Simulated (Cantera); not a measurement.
**Thermodynamics of aluminium nitride and oxide growth, feed Al + O2 + H2 + NH3**

Feed: 1 mol Al, 0.31 mol O2, 10 mol H2, 2.7 mol NH3, held at 427 °C and 0.240 bar.

These are equilibrium values from Cantera (NASA tables, ideal gas, pure condensed phases), not measurements of a reactor. Candidate condensed phases: Al, AlN, Al2O3, H2O; 35 gas species. Kinetics and transport are ignored.

```
Quantity                              Value
--------------------------------  ---------
x(H2)                                 0.930
x(N2)                                0.0697
x(NH3)                             0.000532
n(AlN(s))                         0.587 mol
n(Al2O3(s))                       0.207 mol
gas amount                        15.10 mol
log10 activity of Al(s) (absent)     -17.35
```
